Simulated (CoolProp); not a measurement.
Vapour pressure (MPa) of sulfur dioxide: the reference equation beside estimates from Tc = 157.5 °C, pc = 7.887 MPa, ω = 0.256.

The numbers come from the reference Helmholtz-energy equation of state, Gao 2016 in CoolProp.

| T (°C) | reference | Lee-Kesler | van der Waals | Soave-Redlich-Kwong |
|---|---|---|---|---|
| 19.45 | 0.3244 | 0.3236 | 1.356 | 0.3236 |
| 30.35 | 0.4673 | 0.4676 | 1.636 | 0.4673 |
| 41.15 | 0.6523 | 0.6539 | 1.950 | 0.6537 |
| 52.05 | 0.8906 | 0.8939 | 2.303 | 0.8947 |
| 62.85 | 1.186 | 1.191 | 2.690 | 1.194 |
| 73.65 | 1.550 | 1.556 | 3.117 | 1.564 |
| 84.55 | 1.995 | 2.001 | 3.589 | 2.017 |
| 95.35 | 2.524 | 2.528 | 4.098 | 2.554 |
| 106.25 | 3.155 | 3.158 | 4.655 | 3.197 |

Absolute difference from the reference over all 9 rows, mean and median: Lee-Kesler 0.3 and 0.2 %, van der Waals 149.3 and 126.8 %, Soave-Redlich-Kwong 0.7 and 0.7 %.
